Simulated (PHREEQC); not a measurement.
Solution (65 °C): 20 mmol/kgw CuSO4, 9.4 mmol/kgw HCl and 1.3 mmol/kgw NaCl. Closed to the air; pH follows from the charge balance.

Equilibrium calculation in PHREEQC: ion-association model, phreeqc.dat.

No solid was allowed to form.

Q: Order these S species by the share of S that they hold, largest first: SO4-2, CuSO4, NaSO4-, HSO4-.

A: SO4-2 (46 %), CuSO4 (29 %), HSO4- (24 %), NaSO4- (0.15 %)

The pH is 2.42 and the ionic strength 0.0557 mol/kgw. At this temperature some constants are extrapolated from 25 °C, and those without enthalpy data are left unchanged.
